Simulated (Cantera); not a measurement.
A closed system holds: 1 mol Si₃N₄, 0.43 mol Si, 5.9 mol N₂, equilibrated at 0.0180 bar.

Cantera equilibrium calculation (NASA polynomials, part measured and part estimated; ideal gas, pure solids and liquids). Candidate condensed phases: Si, Si₃N₄; 7 gas species. The tables' values for SiN are old estimates; treat these amounts as uncertain. The numbers say what is thermodynamically allowed, not how fast it happens.

x: gas mole fraction; n: condensed amount in mol.

| T (K) | x N₂ | x Si | x Si₂ | x SiN | n Si₃N₄(s) | n Si(l) |
|---|---|---|---|---|---|---|
| 1698 | 1.000 | 6.97e-6 | 5.80e-9 | 5.70e-7 | 1.14 | 0 |
| 1773 | 1.000 | 5.45e-5 | 1.40e-7 | 3.51e-6 | 1.14 | 0 |
| 1848 | 1.000 | 0.000349 | 2.42e-6 | 1.80e-5 | 0 | 3.43 |
| 1923 | 0.999 | [?] | [?] | 3.98e-5 | 0 | 3.42 |
| 1998 | 0.997 | 0.00236 | 2.44e-5 | 8.28e-5 | 0 | 3.41 |
| 2073 | 0.994 | [?] | [?] | 0.000163 | 0 | 3.38 |
| 2148 | 0.987 | 0.0122 | 0.000176 | 0.000305 | 0 | 3.32 |
| 2223 | 0.973 | 0.0255 | 0.000428 | 0.000546 | 0 | 3.20 |
| 2298 | 0.946 | 0.0509 | 0.000978 | 0.000932 | 0 | 2.96 |
| 2373 | 0.898 | 0.0969 | 0.00212 | 0.00152 | 0 | 2.49 |
| 2448 | 0.813 | 0.177 | 0.00437 | 0.00234 | 0 | 1.54 |
| 2523 | 0.705 | 0.282 | 0.00701 | 0.00309 | 0 | 0 |

Task: Some entries are withheld; supply them.

Result: 
- 1923, x Si: 0.000942
- 1923, x Si₂: 8.05e-6
- 2073, x Si: 0.00554
- 2073, x Si₂: 6.80e-5
